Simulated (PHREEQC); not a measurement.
Acid rinse or clean

Make-up at 25 °C: 0.0028 mol/kgw HNO3, 0.051 mol/kgw NiCl2 and 0.0002 mol/kgw MnSO4. Closed to the air; pH follows from the charge balance.

All values are PHREEQC results (ion-association model, wateq4f.dat), not measurements.

Each row changes one thing in this solution. This is a speciation only: nothing precipitates in the calculation.

| case | pH | ionic strength (mol/kgw) | Cl- (mol/kgw) | Ni+2 (mol/kgw) | NiCl+ (mol/kgw) | NiCl2 (mol/kgw) | SI of Morenosite (NiSO4:7H2O) |
|---|---|---|---|---|---|---|---|
| as made | 2.65 | 0.147 | 0.0969 | 0.0465 | 0.00367 | 0.000698 | -3.95 |
| temperature from 25 to 60 °C | 2.65 | 0.147 | 0.0973 | 0.0469 | 0.00342 | 0.000628 | [?] |
| HNO3 left out | 5.82 | [?] | 0.0969 | 0.0465 | [?] | 0.000704 | -3.93 |
| NiCl2 from 0.051 to 0.255 mol/kgw | 2.67 | 0.590 | 0.407 | 0.180 | 0.0469 | 0.0282 | -3.81 |
| diluted 10-fold with water | [?] | 0.0155 | 0.0101 | 0.00502 | 7.72e-5 | [?] | -5.21 |
| MnSO4 replaced by MgSO4 at the same molality | 2.65 | 0.147 | 0.0969 | 0.0465 | 0.00367 | 0.000698 | -3.95 |
| HNO3 replaced by Ni(NO3)2 at the same molality | 5.81 | 0.152 | 0.0967 | 0.0491 | 0.00382 | 0.000721 | -3.93 |

Question: Complete the blanks.

Answer: 
- temperature from 25 to 60 °C, SI of Morenosite (NiSO4:7H2O): -4.29
- HNO3 left out, ionic strength (mol/kgw): 0.144
- HNO3 left out, NiCl+ (mol/kgw): 0.00369
- diluted 10-fold with water, pH: 3.60
- diluted 10-fold with water, NiCl2 (mol/kgw): 2.20e-6

Complexes and solids missing from the database can't appear. Constants without temperature data keep their 25 °C values here.
